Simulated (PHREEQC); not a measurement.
Brine (model solution)

Consider water at 20 °C with 2.2 mol KBr, 0.75 mol Na2SO4 and 0.2 mol MgCl2 per kg of water. Closed to the air; pH follows from the charge balance.

The numbers come from PHREEQC with the Pitzer model, pitzer.dat.

This is a speciation only: nothing precipitates in the calculation.

Problem. Predict the activity of water, osmotic coefficient, density.

Solution. activity of water 0.885; osmotic coefficient 0.932; density 1.251 g/cm³.

The solution is supersaturated, for example in Arcanite, Glaserite, so a real one may precipitate; this is no full list. Species that the database lacks are ignored.
